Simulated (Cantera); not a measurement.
A Cantera script and its output.

```python
import numpy as np
import cantera as ct

gas = ct.Solution("gri30.yaml")


def delay(T, t_max=10):
    gas.TPX = T, 1900000, {'CH4': 1, 'C2H6': 0.24, 'O2': 2.84, 'N2': 7.67}
    reactor = ct.IdealGasReactor(gas, clone=False)
    net = ct.ReactorNet([reactor])
    net.rtol, net.atol = 1e-8, 1e-16
    while net.time < t_max:
        t_old, T_old = net.time, reactor.T
        net.step()
        if reactor.T > T + 400:  # ignition: a rise of 400 K
            return t_old + (T + 400 - T_old) / (reactor.T - T_old) * (net.time - t_old)
    return np.nan


taus = []
for T in [1125, 1225, 1325, 1425, 1525, 1625, 1725, 1825, 1925, 2025]:
    taus.append(delay(T))
    print(f"T0 = {T:6g} K   tau = {taus[-1]:.4e} s")
```

Output:

```
T0 =   1125 K   tau = 1.3090e-03 s
T0 =   1225 K   tau = 2.8978e-04 s
T0 =   1325 K   tau = 8.2222e-05 s
T0 =   1425 K   tau = 2.9129e-05 s
T0 =   1525 K   tau = 1.2312e-05 s
T0 =   1625 K   tau = 5.8997e-06 s
T0 =   1725 K   tau = 3.0966e-06 s
T0 =   1825 K   tau = 1.7535e-06 s
T0 =   1925 K   tau = 1.0646e-06 s
T0 =   2025 K   tau = 6.8966e-07 s
```

Model: GRI-Mech 3.0 (53 species, 325 reactions), integrated in Cantera. The pressure lies above the range GRI-Mech 3.0 was tuned for (to about 10 atm).
